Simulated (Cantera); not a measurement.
A perfectly stirred reactor is fed with H₂ : O₂ : N₂ = 0.85 : 1 : 1.5 (molar parts), equivalence ratio 0.42, at 0.132 atm; it is held at 1400 K, and followed from long to short residence time.

Cantera simulation using the H2/O2 subset of GRI-Mech 3.0, which has no nitrogen chemistry; the numbers are that mechanism's predictions, not measurements. The temperature is held fixed by assumption; the heat of reaction is taken as removed at once.

What does this change do: O2 1 to 0.2 parts?


| quantity | before | after |
|---|---|---|
| x(H₂) at τ = 1.20 s | 0.000195 | 0.189 |
| x(O₂) at τ = 1.20 s | 0.196 | 2.87e-5 |
| x(OH) at τ = 1.20 s | 0.00109 | 8.70e-5 |
| x(H₂O) at τ = 1.20 s | 0.290 | 0.170 |
| x(H) at τ = 1.20 s | 2.73e-5 | 0.00486 |
| x(H₂) at τ = 18.0 ms | 0.00308 | 0.172 |
| x(O₂) at τ = 18.0 ms | 0.195 | 0.000318 |
| x(OH) at τ = 18.0 ms | 0.00447 | 0.000686 |
| x(H₂O) at τ = 18.0 ms | 0.283 | 0.166 |
| x(H) at τ = 18.0 ms | 0.00186 | 0.0351 |
